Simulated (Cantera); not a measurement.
An isothermal plug-flow reactor at 1048 K and 3.20 bar (inlet), inlet velocity 1.7 m/s, active area per volume 8300 1/m; feed CH4 : O2 : N2 = 0.0021 : 0.12 : 0.79 (molar parts), equivalence ratio 0.035.

Computed with Cantera and Deutschmann's 1995 Pt surface mechanism with GRI-Mech 3.0 gas chemistry. Catalytic surfaces can have several steady states; this one follows from the mechanism file's or the stated starting coverage. Mass transfer to the wall is taken as infinitely fast.

```
quantity                  before     after
----------------------  --------  --------
x(CH4) at z = 0.0034 m  0.000951   0.00176
x(O2) at z = 0.0034 m      0.129     0.130
x(H2O) at z = 0.0034 m   0.00270   0.00107
x(CO2) at z = 0.0034 m   0.00135  0.000535
x(CO) at z = 0.0034 m    5.03e-7   9.32e-7
θ(free Pt) at the exit     0.174     0.174
θ(O*) at the exit          0.824     0.825
```

Task: Name the change that produced these shifts.
A. area per volume 8300 to 2500 1/m
B. O2 0.12 to 0.075 parts
C. temperature 1048 to 850 K
D. N2 0.79 to 1.4 parts

Result: A, area per volume 8300 to 2500 1/m
